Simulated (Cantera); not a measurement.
A closed system holds: 1 mol SiC, 0.45 mol C, 0.16 mol H₂, held at 24.0 mbar.

These are equilibrium values from Cantera (NASA tables, ideal gas, pure condensed phases), not measurements of a reactor. Candidate condensed phases: C, C₆H₆, C₇H₈, C₈H₁₈, Si, SiC; 87 gas species. The numbers say what is thermodynamically allowed, not how fast it happens. All values below are at 1473 K.

Base state: H₂ 1.000, H 8.17e-5, CH₄ 7.04e-5 (mole fractions); condensed: C(graphite) + SiC(s).

Task: What changes in the equilibrium state with this change: 0.00042 mol H₂O added?

Result: 
```tsv
species	before	after
H₂	1.000	0.997
CO	0	0.00261
H	8.17e-5	8.15e-5
CH₄	7.04e-5	7.01e-5
C(graphite), mol	0.450	0.450
SiC(s), mol	1.00	1.000
```
Further candidate phases: H₂O, SiO₂.
